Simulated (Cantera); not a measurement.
A closed system holds: 1 mol SiH4, 0.38 mol O3, 110 mol N2, equilibrated at 998 K and 13.3 mbar.

Equilibrium computed with Cantera from the NASA thermochemical tables; the gas is ideal and each condensed phase is pure. Candidate condensed phases: H2O, Si, SiO2, Si2N2O, Si3N4; 35 gas species. N2 is the only nitrogen source here; it is nearly inert below about 1500 K, so the nitride shown seldom forms there in practice. Kinetics and transport are ignored.

Base state: N2 0.982, H2 0.0179 (mole fractions); condensed: SiO2(β-quartz) + Si2N2O(s).

Problem. What changes in the equilibrium state with this change: SiH4 replaced by HMDSO?

Solution. 
```csv
species,before,after
N2,0.982,0.918
H2,0.0179,0.0757
CO,0,0.00627
"SiO2(β-quartz), mol",0.427,0.263
"Si2N2O(s), mol",0.287,0.869
"C(graphite), mol",0,5.25
```
The feed counts by its element totals alone. Further candidate phases: C, C6H6, C7H8, C8H18, SiC.
